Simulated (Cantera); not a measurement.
Feed: 1 mol Si2Cl6, 0.011 mol Cl2, 280 mol N2, held at 1798 K and 2.30 mbar.

Cantera equilibrium calculation (NASA polynomials, part measured and part estimated; ideal gas, pure solids and liquids). Candidate condensed phases: Si, Si3N4; 13 gas species. The feed counts by its element totals alone. The tables' values for SiCl3, SiCl are old estimates; treat these amounts as uncertain. Equilibrium is a limit: real reactors are often held back by kinetics, nucleation or transport.

Base state: N2 0.986, Cl 0.00691, SiCl2 0.00682, SiCl3 0.000205, SiCl 1.01e-5 (mole fractions); condensed: gas only.

Question: What changes in the equilibrium state with this change: Si2Cl6 replaced by SiH4?

Answer: 
| species | before | after |
|---|---|---|
| N2 | 0.986 | 0.991 |
| H2 | 0 | 0.00674 |
| Si | 1.95e-6 | 0.00134 |
| Cl | 0.00691 | 4.45e-6 |
| SiCl2 | 0.00682 | 1.95e-6 |
| H | 0 | 0.000603 |
| SiCl3 | 0.000205 | <1e-9 |
| Si(l), mol | 0 | 0.577 |
The tables' values for SiN are old estimates; treat these amounts as uncertain. Further candidate phases: NH4Cl.
